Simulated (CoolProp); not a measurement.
Saturation properties of methane.

Model: reference Helmholtz-energy equation of state, Setzmann 1991, in CoolProp.

```json
[
 {"T (°C)": "-138.35", "p (MPa)": "0.4849", "liquid density (kg/m³)": "386.0", "surface tension (mN/m)": "8.51", "liquid viscosity (µPa s)": "74.5"},
 {"T (°C)": "-131.75", "p (MPa)": "0.6889", "liquid density (kg/m³)": "374.3", "surface tension (mN/m)": "7.31", "liquid viscosity (µPa s)": "66.5"},
 {"T (°C)": "-125.25", "p (MPa)": "0.9445", "liquid density (kg/m³)": "362.1", "surface tension (mN/m)": "6.15", "liquid viscosity (µPa s)": "59.5"},
 {"T (°C)": "-118.65", "p (MPa)": "1.268", "liquid density (kg/m³)": "348.6", "surface tension (mN/m)": "5.01", "liquid viscosity (µPa s)": "53.1"},
 {"T (°C)": "-112.15", "p (MPa)": "1.657", "liquid density (kg/m³)": "334.0", "surface tension (mN/m)": "3.93", "liquid viscosity (µPa s)": "47.2"},
 {"T (°C)": "-105.55", "p (MPa)": "2.133", "liquid density (kg/m³)": "317.2", "surface tension (mN/m)": "2.88", "liquid viscosity (µPa s)": "41.6"},
 {"T (°C)": "-99.05", "p (MPa)": "2.692", "liquid density (kg/m³)": "297.9", "surface tension (mN/m)": "1.91", "liquid viscosity (µPa s)": "36.1"},
 {"T (°C)": "-92.45", "p (MPa)": "3.362", "liquid density (kg/m³)": "273.2", "surface tension (mN/m)": "1.01", "liquid viscosity (µPa s)": "30.5"}
]
```

It boils at -161.5 °C under 1 atm.

Viscosity comes from a separate model (Quiñones-Cisneros 2006). Surface tension comes from a separate correlation (Mulero 2012).
